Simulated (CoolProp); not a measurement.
Vapour-liquid equilibrium of m-xylene (1) + n-undecane (2) at 70.75 °C; x and y are mole fractions of (1).

Model: multi-fluid Helmholtz-energy mixture model, Zhou 2012 and Aleksandrov 2011; pair parameters Bell 2016, in CoolProp.

```
x      bubble pressure (bar)  y at the bubble point  dew pressure at overall composition x (bar)  liquid density (mol/L)
-----  ---------------------  ---------------------  -------------------------------------------  ----------------------
0.05                 0.01542                  0.335                                      0.01129                   4.592
0.125                0.02228                  0.575                                      0.01215                   4.754
0.2                  0.02908                  0.702                                      0.01315                   4.927
0.275                0.03588                  0.780                                      0.01433                   5.111
0.35                 0.04271                  0.834                                      0.01573                   5.306
0.425                0.04960                  0.874                                      0.01744                   5.515
0.5                  0.05656                  0.904                                      0.01957                   5.738
0.575                0.06361                  0.927                                      0.02229                   5.977
0.65                 0.07075                  0.946                                      0.02587                   6.232
0.725                0.07795                  0.962                                      0.03082                   6.508
0.8                  0.08520                  0.975                                      0.03811                   6.804
0.875                0.09246                  0.986                                      0.04988                   7.125
0.95                 0.09969                  0.995                                      0.07227                   7.473
```

No azeotrope shows between x = 0.05 and 0.95.

Pair parameters are fitted to limited data, so mixtures are less certain than the pure fluids.
